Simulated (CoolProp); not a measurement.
Model: reference Helmholtz-energy equation of state, Schroeder 2014, in CoolProp.

For ethanol, give the phase and the cp (kJ/(kg K)), cv (kJ/(kg K)), isothermal compressibility (1/MPa), expansivity (1/kK) at 480.3 K and 440 kPa.


- 480.3 K and 440 kPa: gas; cp 2.13, cv 1.90, isothermal compressibility 2.35, expansivity 2.41
